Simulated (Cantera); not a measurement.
## Boron, boron nitride and boron oxide: B2O3 + H2 + N2

Input: 1 mol B2O3, 1.3 mol H2, a varied amount of N2, held at 2325 K and 1.00 bar.

Method: chemical equilibrium by Gibbs-energy minimisation in Cantera with the NASA 1993 tables (ideal gas, pure condensed phases). Candidate condensed phases: B, BN, B2O3, B3O3H3, H2O; 39 gas species. The numbers say what is thermodynamically allowed, not how fast it happens.

From 0.12 mol N2 to 48 mol N2 nothing is condensed. The main B-bearing gas is B2O3 throughout.

```json
[
 {"n(N2) (mol)": "0.12", "log p N2": "-1.31", "log p H2": "-0.38", "log p B2O3": "-0.57", "log p HBO2": "-0.89", "log p HBO": "-1.10", "log p B2O2": "-1.57", "log p BO": "-1.83", "log p H2O": "-2.01"},
 {"n(N2) (mol)": "0.23", "log p N2": "-1.05", "log p H2": "-0.40", "log p B2O3": "-0.59", "log p HBO2": "-0.91", "log p HBO": "-1.12", "log p B2O2": "-1.59", "log p BO": "-1.84", "log p H2O": "-2.03"},
 {"n(N2) (mol)": "0.41", "log p N2": "-0.82", "log p H2": "-0.43", "log p B2O3": "-0.62", "log p HBO2": "-0.94", "log p HBO": "-1.15", "log p B2O2": "-1.62", "log p BO": "-1.85", "log p H2O": "-2.06"},
 {"n(N2) (mol)": "0.74", "log p N2": "-0.62", "log p H2": "-0.48", "log p B2O3": "-0.67", "log p HBO2": "-0.99", "log p HBO": "-1.20", "log p B2O2": "-1.67", "log p BO": "-1.88", "log p H2O": "-2.10"},
 {"n(N2) (mol)": "1.4", "log p N2": "-0.43", "log p H2": "-0.57", "log p B2O3": "-0.75", "log p HBO2": "-1.07", "log p HBO": "-1.29", "log p B2O2": "-1.76", "log p BO": "-1.92", "log p H2O": "-2.18"},
 {"n(N2) (mol)": "2.4", "log p N2": "-0.30", "log p H2": "-0.67", "log p B2O3": "-0.86", "log p HBO2": "-1.18", "log p HBO": "-1.40", "log p B2O2": "-1.87", "log p BO": "-1.98", "log p H2O": "-2.28"},
 {"n(N2) (mol)": "4.4", "log p N2": "-0.19", "log p H2": "-0.83", "log p B2O3": "-1.01", "log p HBO2": "-1.33", "log p HBO": "-1.56", "log p B2O2": "-2.04", "log p BO": "-2.06", "log p H2O": "-2.43"},
 {"n(N2) (mol)": "8", "log p N2": "-0.11", "log p H2": "-1.01", "log p B2O3": "-1.20", "log p HBO2": "-1.51", "log p HBO": "-1.75", "log p B2O2": "-2.24", "log p BO": "-2.16", "log p H2O": "-2.60"},
 {"n(N2) (mol)": "15", "log p N2": "-0.06", "log p H2": "-1.24", "log p B2O3": "-1.43", "log p HBO2": "-1.73", "log p HBO": "-1.99", "log p B2O2": "-2.48", "log p BO": "-2.29", "log p H2O": "-2.81"},
 {"n(N2) (mol)": "26", "log p N2": "-0.04", "log p H2": "-1.46", "log p B2O3": "-1.65", "log p HBO2": "-1.93", "log p HBO": "-2.22", "log p B2O2": "-2.72", "log p BO": "-2.41", "log p H2O": "-3.01"},
 {"n(N2) (mol)": "48", "log p N2": "-0.02", "log p H2": "-1.71", "log p B2O3": "-1.91", "log p HBO2": "-2.17", "log p HBO": "-2.49", "log p B2O2": "-3.01", "log p BO": "-2.55", "log p H2O": "-3.23"}
]
```
log p: log10 of the partial pressure in bar; nothing condenses.
